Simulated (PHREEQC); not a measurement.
A column of 0.2 m (40 cells, dispersivity 0.016 m, 3600 s a shift, diffusion coefficient 3e-10 m²/s) holds 0.0022 eq of the database's cation exchanger X per kg of pore water, first in equilibrium with 0.35 mmol/kgw NH4Cl and 0.01 mmol/kgw HCl. It is flushed with 0.0014 mol/kgw Na2SO4 and 1e-05 mol/kgw HCl, at 25 °C. Values are for the last cell. CO2 from the air is kept out. No solid was allowed to form.

Base run: PHREEQC, ion-association model, phreeqc.dat. Each further column changes one thing. The table gives Na in solution (mol/kgw).

```csv
pore volumes,base,exchange capacity from 0.0022 to 0.0011 eq/kgw,dispersivity from 0.016 to 0.032 m
0,0,0,0
0.3875,8.85e-9,…,3.09e-6
0.6375,3.18e-5,0.000106,0.000164
1.012,0.000626,0.000955,0.000841
1.387,0.00139,…,0.00147
1.637,0.00174,0.00212,0.00177
2.013,0.00208,0.00241,0.00207
2.388,0.00228,0.00256,0.00227
2.638,0.00237,0.00262,…
3.013,0.00247,0.00268,0.00246
3.388,0.00255,0.00272,…
3.638,0.00259,0.00274,0.00256
4.013,0.00263,…,0.00261
```

Problem. What belongs in the gaps?

Solution. 
- 0.3875, exchange capacity from 0.0022 to 0.0011 eq/kgw: 3.97e-7
- 1.387, exchange capacity from 0.0022 to 0.0011 eq/kgw: 0.00178
- 2.638, dispersivity from 0.016 to 0.032 m: 0.00236
- 3.388, dispersivity from 0.016 to 0.032 m: 0.00253
- 4.013, exchange capacity from 0.0022 to 0.0011 eq/kgw: 0.00276
